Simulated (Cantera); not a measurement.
# Adiabatic ignition

An adiabatic, constant-volume homogeneous reactor starts with 4.09 % CH4, 1.02 % C2H6, 18.4 % O2, 69.1 % N2, 7.36 % H2O, at 1048 K and 3750 Torr.

Model: GRI-Mech 3.0 (53 species, 325 reactions), integrated in Cantera.

| t (s) | T (K) | P (bar) | x CH4 | x C2H6 | x O2 | x CO | x HCN |
|---|---|---|---|---|---|---|---|
| 1.00e-5 | 1048 | 5.00 | 0.0409 | 0.0102 | 0.184 | <1e-12 | <1e-12 |
| 4.06e-5 | 1048 | 5.00 | 0.0409 | 0.0102 | 0.184 | <1e-12 | <1e-12 |
| 0.000165 | 1048 | 5.00 | 0.0409 | 0.0102 | 0.184 | 1.19e-12 | <1e-12 |
| 0.000669 | 1048 | 5.00 | 0.0409 | 0.0102 | 0.184 | 5.48e-11 | <1e-12 |
| 0.00272 | 1048 | 5.00 | 0.0409 | 0.0102 | 0.184 | 2.92e-9 | <1e-12 |
| 0.0110 | 1049 | 5.01 | 0.0408 | 0.0101 | 0.184 | 6.27e-6 | <1e-12 |
| 0.0448 | 2463 | 11.9 | <1e-12 | <1e-12 | 0.0596 | 0.00212 | 8.43e-12 |
| 0.182 | 2463 | 11.9 | <1e-12 | <1e-12 | 0.0596 | 0.00212 | 8.43e-12 |
| 0.739 | 2463 | 11.9 | <1e-12 | <1e-12 | 0.0596 | 0.00212 | 8.43e-12 |
| 3.00 | 2463 | 11.9 | <1e-12 | <1e-12 | 0.0596 | 0.00212 | 8.43e-12 |
x: mole fraction; the columns are a selection and need not sum to one.

```yaml
time_of_steepest_temperature_rise: 18.3 ms
temperature at 3.00 s: 2463 K
equilibrium_temperature: 2463 K
x(CH4) at 3.00 s: <1e-12 (gas-phase equilibrium <1e-12)
x(C2H6) at 3.00 s: <1e-12 (gas-phase equilibrium <1e-12)
x(O2) at 3.00 s: 0.0596 (gas-phase equilibrium 0.0596)
```
